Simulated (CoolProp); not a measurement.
Computed with CoolProp (reference Helmholtz-energy equation of state, Lemmon 2006). It is a short technical equation, of lower accuracy than the large ones.

Problem. For R142b, give the phase and the cv (kJ/(kg K)), Joule-Thomson coefficient (K/MPa), conductivity (mW/(m K)) at 196.85 °C and 30.4 MPa; 196.85 °C and 33.8 MPa; 196.85 °C and 37.2 MPa.

Solution. 
- 196.85 °C and 30.4 MPa: supercritical; cv 1.08, Joule-Thomson coefficient 0.0480, conductivity 62.7
- 196.85 °C and 33.8 MPa: supercritical; cv 1.08, Joule-Thomson coefficient -0.0214, conductivity 64.5
- 196.85 °C and 37.2 MPa: supercritical; cv 1.08, Joule-Thomson coefficient -0.0754, conductivity 66.2

Thermal conductivity comes from a separate model (Huber 2003), an estimate that may be off by 10 % or more.
